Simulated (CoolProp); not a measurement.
A simple Rankine cycle with methanol: condensing at 323.15 K, boiler at 5.27 MPa, turbine inlet 489.9 K, turbine efficiency 0.65, pump efficiency 0.6, no recuperator. Each further row changes one setting.

Computed with CoolProp (reference Helmholtz-energy equation of state, de Reuck 1993).

```csv
case,thermal efficiency (%),net work (kJ/kg),heat in (kJ/kg),turbine exit temperature (K),volume ratio over the turbine
as stated,17.1,196,1140,323.1,87.7
turbine inlet 509.9 K,17.7,___,1270,323.1,___
condensing temperature 315.15 K,___,___,1170,315.2,___
boiler pressure 3.69 MPa,___,214,1270,323.1,___
turbine efficiency 0.55,14.3,164,1140,323.1,___
```

Problem. Fill in the missing entries.

Solution. 
- turbine inlet 509.9 K, net work (kJ/kg): 225
- turbine inlet 509.9 K, volume ratio over the turbine: 76.0
- condensing temperature 315.15 K, thermal efficiency (%): 18.0
- condensing temperature 315.15 K, net work (kJ/kg): 209
- condensing temperature 315.15 K, volume ratio over the turbine: 123
- boiler pressure 3.69 MPa, thermal efficiency (%): 16.8
- boiler pressure 3.69 MPa, volume ratio over the turbine: 52.1
- turbine efficiency 0.55, volume ratio over the turbine: 90.7

The expansion ends wet for: as stated; turbine inlet 509.9 K; condensing temperature 315.15 K; boiler pressure 3.69 MPa; turbine efficiency 0.55.
